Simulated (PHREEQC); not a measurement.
Solution (15 °C): 0.012 mol CuSO4 per kg of water. It is in equilibrium with CO2 at log p = 0 (atm). Otherwise closed; pH follows from the charge balance.

Model: ion-association model, phreeqc.dat, run in PHREEQC.

This is a speciation only: nothing precipitates in the calculation.

Order these S species by the share of S that they hold, largest first: HSO4-, SO4-2, CuSO4.

SO4-2 (69 %), CuSO4 (30 %), HSO4- (0.69 %)

Order these Cu species by the share of Cu that they hold, largest first: CuHCO3+, Cu+2, CuSO4.

Cu+2 (68 %), CuSO4 (30 %), CuHCO3+ (1.8 %)

The pH is 3.69 and the ionic strength 0.0333 mol/kgw.
